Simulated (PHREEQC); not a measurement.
Make-up at 40 °C: 0.27 mmol/kgw PbCl2, 41 mmol/kgw HNO3 and 170 mmol/kgw Na2SO4. Closed to the air; pH follows from the charge balance.

Computed with PHREEQC (ion-association model, phreeqc.dat).

This is a speciation only: nothing precipitates in the calculation.

Question: Order these S species by the share of S that they hold, largest first: NaSO4-, SO4-2, HSO4-.

Answer: SO4-2 (60 %), NaSO4- (22 %), HSO4- (18 %)

The pH is 2.12 and the ionic strength 0.415 mol/kgw. Saturation is exceeded, for instance for Anglesite; the values hold only as long as no solid forms. Constants without temperature data keep their 25 °C values here.
